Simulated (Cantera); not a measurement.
Feed: 1 mol Si, 0.52 mol NH3, 3.4 mol N2, held at 100 Torr.

Cantera equilibrium calculation (NASA polynomials, part measured and part estimated; ideal gas, pure solids and liquids). Candidate condensed phases: Si, Si3N4; 18 gas species. Rates play no part.

Q: At 1698 K, list the 3 most abundant gas species with their mole fractions, and the condensed phases.

A: N2 0.793, H2 0.207, H 0.000180. Condensed: Si3N4(s).
